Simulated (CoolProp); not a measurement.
Saturation properties of R1336mzz(Z) (Tc = 444.5 K, pc = 2.904 MPa, ω = 0.386).

Model: reference Helmholtz-energy equation of state, McLinden 2020, in CoolProp.

| T (K) | p (MPa) | liquid density (kg/m³) | liquid cp (kJ/(kg K)) |
|---|---|---|---|
| 263.8 | 0.01542 | … | 1.150 |
| 270.2 | 0.02141 | 1435 | 1.163 |
| 276.6 | 0.02918 | 1419 | 1.176 |
| 283 | 0.03909 | 1403 | 1.190 |
| 289.4 | 0.05156 | 1387 | 1.203 |
| 295.9 | 0.06730 | 1371 | 1.216 |
| 302.3 | 0.08632 | 1354 | 1.229 |
| 308.7 | 0.1093 | 1337 | 1.243 |
| 315.1 | 0.1369 | 1319 | 1.256 |
| 321.5 | … | 1302 | 1.270 |
| 328 | 0.2089 | 1283 | 1.284 |
| 334.4 | … | 1265 | 1.299 |
| 340.8 | 0.3062 | 1246 | 1.314 |
| 347.2 | 0.3663 | 1226 | 1.330 |

Question: Some entries are withheld; supply them.

Answer: 
- 263.8, liquid density (kg/m³): 1451
- 321.5, p (MPa): 0.1697
- 334.4, p (MPa): 0.2540

It boils at 306.6 K under 1 atm.
